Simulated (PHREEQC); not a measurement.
Synthetic water in mmol/kgw, 25 °C, pH 2.43, pe 12.4: Na 3.03; K 2.09; Ca 3.73; Mg 2.3; Cl 6.81; S(6) 8.71; F 0.00594; Zn 0.0511.

Valence states are taken as typed.

Equilibrium calculation in PHREEQC: ion-association model, phreeqc.dat.

ionic strength: 0.0294 mol/kgw
specific conductance: 3280 µS/cm
total alkalinity: -5.58 meq/kg
charge-balance error: -3.6 %

```csv
species,molality,activity,log γ
Cl-,0.00681,0.00577,-0.072
SO4-2,0.00579,0.00308,-0.274
H+,0.00425,0.00371,-0.058
Na+,0.00298,0.00255,-0.069
Ca+2,0.00287,0.00154,-0.268
K+,0.00205,0.00173,-0.073
Mg+2,0.00165,0.000905,-0.261
HSO4-,0.00131,0.00111,-0.070
CaSO4,0.000840,0.000846,0.003
MgSO4,0.000648,0.000653,0.003
NaSO4-,4.59e-5,3.93e-5,-0.067
KSO4-,4.37e-5,3.74e-5,-0.067
Zn+2,3.62e-5,1.93e-5,-0.273
```

This is a speciation only: nothing precipitates in the calculation. Complexes and solids missing from the database can't appear.
